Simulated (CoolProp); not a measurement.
Properties of fluorine along the isobar 0.907 MPa (Tc = -128.7 °C, pc = 5.240 MPa, ω = 0.045).

Computed with CoolProp (reference Helmholtz-energy equation of state, de Reuck 1990).

```tsv
T (°C)	phase	Z	isothermal compressibility (1/MPa)
-170.35	liquid	0.02945	0.003379
-152.05	gas	0.8925	1.250
-133.65	gas	0.9332	1.186
-115.25	gas	0.9556	1.156
-96.95	gas	0.9692	1.139
-78.55	gas	0.9780	1.128
-60.25	gas	0.9839	1.121
-41.85	gas	0.9881	1.116
```
